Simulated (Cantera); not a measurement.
A freely propagating, adiabatic, planar premixed flame of H2 : O2 : N2 = 1 : 0.333 : 0.9 (molar parts), unburnt at 448 K and 2.30 bar; mixture-averaged transport, grid criteria slope 0.08 and curve 0.16, no radiation.

Detailed kinetics in Cantera: the H2/O2 subset of GRI-Mech 3.0, which has no nitrogen chemistry. The hydrogen kinetics of GRI-Mech 3.0 are dated; newer H2 mechanisms differ, most at raised pressure. Burning velocities carry a grid error of a few per cent, more on coarse grids.

x: mole fraction of selected species; z is measured from the peak of heat release.

```tsv
z (mm)	T (K)	u (m/s)	x H2	x O2	x H2O	x O	x HO2	x OH
-0.384	448	7.59	0.448	0.149	<1e-8	<1e-8	<1e-8	<1e-8
-0.256	448	7.59	0.448	0.149	<1e-8	<1e-8	<1e-8	<1e-8
-0.192	448	7.59	0.448	0.149	<1e-8	<1e-8	<1e-8	<1e-8
-0.128	448	7.59	0.448	0.149	1.77e-7	<1e-8	1.04e-7	<1e-8
-0.0639	467	7.85	0.444	0.150	0.000352	3.49e-6	0.000217	2.23e-5
-0.0320	773	12.5	0.403	0.145	0.0234	0.000323	0.000564	0.00148
0	1291	20.2	0.296	0.105	0.115	0.00415	0.000211	0.00373
0.0320	1644	25.4	0.191	0.0413	0.233	0.00759	7.66e-5	0.00932
0.0639	?	27.8	0.154	?	0.282	0.00703	?	?
0.128	1978	30.1	0.148	0.00568	0.301	0.00572	9.50e-6	0.0149
0.256	2139	32.1	0.153	0.00362	0.311	0.00411	5.61e-6	0.0151
0.512	2292	34.0	0.159	0.00220	0.320	0.00253	3.27e-6	0.0137
1.02	2418	35.5	0.163	0.00117	0.330	0.00135	1.72e-6	0.0111
```

Task: Fill in the missing entries.

Result: 
- 0.0639, T (K): 1815
- 0.0639, x O2: 0.0148
- 0.0639, x HO2: 2.62e-5
- 0.0639, x OH: 0.0127
